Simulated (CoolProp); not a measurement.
A closed Brayton cycle with nitrogen: compressor inlet 327.15 K and 5 MPa, high pressure 15.7 MPa, turbine inlet 695 K, compressor efficiency 0.85, turbine efficiency 0.85, recuperator effectiveness 0 (on enthalpy, no pinch check). Each further row changes one setting.

The numbers come from the reference Helmholtz-energy equation of state, Span 2000 in CoolProp.

```json
[
 {"case": "as stated", "thermal efficiency (%)": "…", "net work (kJ/kg)": "18.7", "compressor to turbine work": "0.90", "compressor exit (K)": "477.6", "turbine exit (K)": "534.5"},
 {"case": "turbine inlet 645 K", "thermal efficiency (%)": "3.0", "net work (kJ/kg)": "…", "compressor to turbine work": "…", "compressor exit (K)": "477.6", "turbine exit (K)": "494.6"},
 {"case": "compressor inlet 337.15 K", "thermal efficiency (%)": "…", "net work (kJ/kg)": "13.6", "compressor to turbine work": "0.92", "compressor exit (K)": "…", "turbine exit (K)": "534.5"},
 {"case": "high pressure 13.3 MPa", "thermal efficiency (%)": "8.5", "net work (kJ/kg)": "23.0", "compressor to turbine work": "0.85", "compressor exit (K)": "452.6", "turbine exit (K)": "…"},
 {"case": "recuperator effectiveness 0.5", "thermal efficiency (%)": "…", "net work (kJ/kg)": "18.7", "compressor to turbine work": "0.90", "compressor exit (K)": "477.6", "turbine exit (K)": "534.5"}
]
```

Problem. Complete the blanks.

Solution. 
- as stated, thermal efficiency (%): 7.7
- turbine inlet 645 K, net work (kJ/kg): 5.64
- turbine inlet 645 K, compressor to turbine work: 0.97
- compressor inlet 337.15 K, thermal efficiency (%): 6.0
- compressor inlet 337.15 K, compressor exit (K): 491.9
- high pressure 13.3 MPa, turbine exit (K): 555.1
- recuperator effectiveness 0.5, thermal efficiency (%): 8.8
